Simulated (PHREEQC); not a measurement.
2.9 g of hydrous ferric oxide (600 m²/g; 0.2 weak and 0.005 strong sites per Fe, Dzombak-Morel constants, diffuse double layer) in 1 kg of water with 0.05 mol/kgw of an inert sodium salt and 5e-05 mol/kgw ZnSO4 and 0.00057 mol/kgw MnCl2, at 25 °C; the pH is set by adding NaOH or the inert anion's acid. No oxygen is let in. CO2 from the air is kept out. Precipitation was switched off in this run.

Base run: PHREEQC, ion-association model, wateq4f.dat. Each further column changes one thing. The table gives S sorbed (%).

```tsv
pH	base	no electrostatic term (-no_edl)	background salt from 0.05 to 0.005 mol/kgw	oxide from 2.9 to 14 g/kgw
4	99.9	0.8	100.0	100.0
4.75	99.8	0.8	100.0	100.0
5.5	99.1	0.8	99.9	99.8
5.88	97.6	0.8	99.5	99.5
6.62	81.4	0.9	93.8	95.4
7.38	27.9	1.2	48.6	57.2
8.12	2.4	1.3	4.3	6.8
8.5	0.5	1.1	0.9	1.6
9.25	0.0	0.5	0.0	0.1
10	0.0	0.1	0.0	0.0
```
